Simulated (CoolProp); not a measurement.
R507A at 298.15 K and 12.1 MPa flows at 0.35 m/s in a round tube of 10 mm bore and 45 µm roughness, fully developed (64/Re and Nu = 3.66 if laminar; Colebrook and Gnielinski if turbulent). Each further row changes one setting.

The numbers come from the reference Helmholtz-energy equation of state, Lemmon 2003 in CoolProp. It is a pseudo-pure fit of the blend.

| case | Reynolds number | Darcy friction factor | pressure drop (Pa/m) | heat-transfer coefficient (W/(m² K)) | mass flow (kg/h) |
|---|---|---|---|---|---|
| as stated | … | 0.0332 | 231 | … | … |
| velocity 0.7 m/s | 46900 | … | … | 2190 | … |
| diameter 20 mm | 46900 | 0.0272 | … | 981 | 449 |

Fill in the missing entries.


- as stated, Reynolds number: 23400
- as stated, heat-transfer coefficient (W/(m² K)): 1120
- as stated, mass flow (kg/h): 112
- velocity 0.7 m/s, Darcy friction factor: 0.0315
- velocity 0.7 m/s, pressure drop (Pa/m): 875
- velocity 0.7 m/s, mass flow (kg/h): 225
- diameter 20 mm, pressure drop (Pa/m): 94.7

Viscosity comes from a separate model (Geller 2000). Thermal conductivity comes from a separate model (Geller 2001).
